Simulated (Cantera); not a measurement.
Charge: 1 mol SiC, 0.021 mol Si, 0.35 mol H₂, equilibrated at 13300 Pa.

Cantera equilibrium calculation (NASA polynomials, part measured and part estimated; ideal gas, pure solids and liquids). Candidate condensed phases: C, C₆H₆, C₇H₈, C₈H₁₈, Si, SiC; 87 gas species. Mutual solubility and eutectic melting of coexisting phases are not modelled. Gases not in the tables: Si₂H₆ and higher silanes. Equilibrium is a limit: real reactors are often held back by kinetics, nucleation or transport.

Q: What share of the Si ends up in condensed phases as a function of T (K), at 2123, 2173, 2223, 2273, 2323, 2373, 2423, 2473, 2523, 2573, 2623, 2673, 2723?

A: 
```tsv
T (K)	Si condensed (%)	as
2123	99.9	Si(l) + SiC(s)
2173	99.9	Si(l) + SiC(s)
2223	99.8	Si(l) + SiC(s)
2273	99.7	Si(l) + SiC(s)
2323	99.6	Si(l) + SiC(s)
2373	99.3	Si(l) + SiC(s)
2423	99.0	Si(l) + SiC(s)
2473	98.4	Si(l) + SiC(s)
2523	97.6	Si(l) + SiC(s)
2573	97.4	SiC(s)
2623	96.8	SiC(s)
2673	95.8	SiC(s)
2723	93.9	SiC(s)
```
